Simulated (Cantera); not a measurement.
An adiabatic, constant-volume homogeneous reactor starts with CH4 : O2 : N2 = 1 : 1.33 : 5.01 (molar parts), equivalence ratio 1.5, at 1073 K and 0.320 bar. Integrator tolerance rtol = 1e-08.

Detailed kinetics in Cantera: GRI-Mech 3.0 (53 species, 325 reactions).

Question: What does this change do: 0.064 parts H2 added?

Answer: 
```tsv
quantity	before	after
temperature at 0.500 s	1076 K	2673 K
equilibrium temperature	2678 K	2673 K
x(CH4) at 0.500 s	0.136 (gas-phase equilibrium <1e-12)	<1e-12 (gas-phase equilibrium <1e-12)
x(O2) at 0.500 s	0.181 (gas-phase equilibrium 0.000964)	0.000820 (gas-phase equilibrium 0.000820)
x(NO) at 0.500 s	<1e-12 (gas-phase equilibrium 0.00185)	0.00169 (gas-phase equilibrium 0.00169)
x(CH2) at 0.500 s	<1e-12 (gas-phase equilibrium <1e-12)	<1e-12 (gas-phase equilibrium <1e-12)
x(HCO) at 0.500 s	6.53e-11 (gas-phase equilibrium 1.38e-7)	1.41e-7 (gas-phase equilibrium 1.41e-7)
time of steepest temperature rise	not reached	0.380 s
```
